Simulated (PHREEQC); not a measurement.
A solution holds 0.77 mol/kgw MgCl2 and 0.88 mol/kgw BaCl2, at 25 °C. It is in equilibrium with CO2 at log p = -3.5 (atm). Otherwise closed; pH follows from the charge balance.

Computed with PHREEQC (Pitzer model, pitzer.dat).

Each row changes one thing in this solution. This is a speciation only: nothing precipitates in the calculation.

```
case                                           pH  CO2 (mol/kgw)  HCO3- (mol/kgw)  MgOH+ (mol/kgw)  CO3-2 (mol/kgw)  MgCO3 (mol/kgw)  SI of Magnesite (MgCO3)  SI of Bischofite (MgCl2:6H2O)
-------------------------------------------  ----  -------------  ---------------  ---------------  ---------------  ---------------  -----------------------  -----------------------------
as made                                      5.19        8.39e-6          3.09e-6          2.01e-7          5.63e-9          2.61e-9                    -3.68                          -4.47
MgCl2 from 0.77 to 3.85 mol/kgw              3.83        2.89e-6          9.10e-7          3.74e-6         5.41e-10          2.28e-9                    -3.74                          -1.46
diluted 10-fold with water                   5.58        1.05e-5          3.43e-6          1.36e-8         4.96e-10         5.77e-10                    -4.33                          -7.62
BaCl2 from 0.88 to 0.792 mol/kgw             5.20        8.38e-6          3.07e-6          1.88e-7          5.35e-9          2.70e-9                    -3.66                          -4.53
BaCl2 replaced by NaCl at the same molality  5.30        7.16e-6          2.52e-6          1.42e-7          2.14e-9          3.61e-9                    -3.54                          -4.82
BaCl2 from 0.88 to 0.088 mol/kgw             5.37        8.26e-6          2.94e-6          1.20e-7          3.39e-9          3.52e-9                    -3.55                          -5.20
```

In brines, pH and single-ion activities rest on the MacInnes convention.
